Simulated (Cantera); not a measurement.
## Silicon epitaxy and polysilicon growth: SiH₂Cl₂ + HCl + H₂

Input: 1 mol SiH₂Cl₂, 0.041 mol HCl, 13 mol H₂, held at 1425 °C and 100000 Pa.

These are equilibrium values from Cantera (NASA tables, ideal gas, pure condensed phases), not measurements of a reactor. Candidate condensed phases: Si; 19 gas species. The tables' values for SiCl₃ are old estimates; treat these amounts as uncertain. Gases not in the tables: Si₂H₆ and higher silanes. Equilibrium is a limit: real reactors are often held back by kinetics, nucleation or transport.

The x(H₂) is 0.894 and the x(HCl) is 0.0785. The x(SiCl₂) is 0.0248, the x(SiCl₃) is 0.00167 and the x(SiHCl₃) is 0.000489. The x(SiCl₄) is 0.000223 and the x(SiH₂Cl₂) is 0.000187. The x(H) is 0.000137 and the x(SiH₃Cl) is 2.16e-5. The n(Si(l)) comes out as 0.588 mol and the gas amount is 15.02 mol.
